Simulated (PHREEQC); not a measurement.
Make-up at 25 °C: 0.29 mol/kgw HF, 0.012 mol/kgw NH4F and 0.0036 mol/kgw H2SiF6. Closed to the air; pH follows from the charge balance.

The numbers come from PHREEQC with the ion-association model, wateq4f.dat.

Each row changes one thing in this solution. Precipitation was switched off in this run.

| case | pH | ionic strength (mol/kgw) | HF (mol/kgw) | H2F2 (mol/kgw) | F- (mol/kgw) | HF2- (mol/kgw) |
|---|---|---|---|---|---|---|
| as made | 1.95 | 0.0283 | 0.154 | 0.0621 | 0.0110 | 0.00651 |
| NH4F from 0.012 to 0.06 mol/kgw | 2.44 | 0.0679 | 0.151 | 0.0604 | 0.0359 | 0.0211 |
| diluted 10-fold with water | 2.42 | [?] | 0.0226 | 0.00133 | 0.00425 | 0.000368 |
| temperature from 25 to 50 °C | 1.97 | 0.0279 | 0.197 | 0.0398 | [?] | 0.00790 |
| NH4F from 0.012 to 0.0024 mol/kgw | 1.82 | 0.0232 | 0.153 | 0.0612 | 0.00783 | 0.00462 |
| temperature from 25 to 80 °C | 2.05 | 0.0259 | 0.244 | 0.0177 | 0.00737 | 0.00774 |
| H2SiF6 replaced by NH4HF2 at the same molality | 2.11 | 0.0244 | 0.153 | 0.0613 | 0.0154 | 0.00907 |
| H2SiF6 from 0.0036 to 0.0072 mol/kgw | 1.84 | 0.0357 | 0.155 | 0.0636 | 0.00878 | 0.00528 |
| 0.067 mol/kgw (NH4)2SO4 added | 2.08 | 0.178 | 0.147 | 0.0587 | 0.0172 | 0.0101 |

Q: Fill in the missing entries.

A: 
- diluted 10-fold with water, ionic strength (mol/kgw): 0.00570
- temperature from 25 to 50 °C, F- (mol/kgw): 0.00917

wateq4f.dat counts part of the HF as a dimer, H2F2, which phreeqc.dat doesn't know; its constant is uncertain. Away from 25 °C the constants follow the database's enthalpies or fits; those with neither stay at their 25 °C values. SiF6-2 is the database's only silicon fluoride.
